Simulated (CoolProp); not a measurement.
Properties of CH2F2 (R32) at several states.

Model: reference Helmholtz-energy equation of state, Tillner-Roth 1997, in CoolProp.

| T (°C) | p (MPa) | phase | viscosity (µPa s) | fugacity coefficient |
|---|---|---|---|---|
| -67.95 | 11.9 | liquid | ? | ? |
| 6.15 | 0.461 | gas | ? | ? |
| 108.15 | 0.0202 | gas | ? | 0.9990 |
| -69.85 | 0.785 | liquid | ? | ? |

What belongs in the gaps?


- -67.95, viscosity (µPa s): 420
- -67.95, fugacity coefficient: 0.004471
- 6.15, viscosity (µPa s): 12.5
- 6.15, fugacity coefficient: 0.9293
- 108.15, viscosity (µPa s): 17.0
- -69.85, viscosity (µPa s): 397
- -69.85, fugacity coefficient: 0.04623

Viscosity comes from a separate model (Bell 2016), an estimate that may be off by 10 % or more.
